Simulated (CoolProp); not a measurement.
Model: reference Helmholtz-energy equation of state, Akasaka 2015, in CoolProp.

Q: For R245fa, give the phase and the density (kg/m³), cp (kJ/(kg K)), viscosity (µPa s), conductivity (mW/(m K)) at 166.85 °C and 16000 kPa.

A: 
- 166.85 °C and 16000 kPa: supercritical; density 1000, cp 1.55, viscosity 135, conductivity 69.1

Viscosity comes from a separate model (Bell 2016), an estimate that may be off by 10 % or more. Thermal conductivity comes from a separate model (Huber 2003), an estimate that may be off by 10 % or more.
